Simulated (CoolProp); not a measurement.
R236FA along the isotherm 11.65 °C: fugacity coefficient from the reference equation and from simpler models built on Tc = 124.9 °C, pc = 3191 kPa, ω = 0.377; each cubic takes its own stable root.

The numbers come from the reference Helmholtz-energy equation of state, Pan 2012 in CoolProp.

```
p (kPa)   phase  reference
-------  ------  ---------
3990     liquid    0.04749
7980     liquid    0.02841
12000    liquid    0.02260
16000    liquid    0.02023
19900    liquid    0.01930
23900    liquid    0.01912
27900    liquid    0.01947
31900    liquid    0.02022
```

Question: How far does each simpler model (Redlich-Kwong, Soave-Redlich-Kwong, Peng-Robinson) lie from the reference over these 8 states: mean and median of the absolute difference, and the worst?

Answer: 
- Redlich-Kwong: mean 111.4 %, median 111.9 %, worst +126.3 % at 11.65 °C and 31900 kPa
- Soave-Redlich-Kwong: mean 8.5 %, median 8.6 %, worst +13.9 % at 11.65 °C and 31900 kPa
- Peng-Robinson: mean 2.1 %, median 2.1 %, worst -4.3 % at 11.65 °C and 31900 kPa
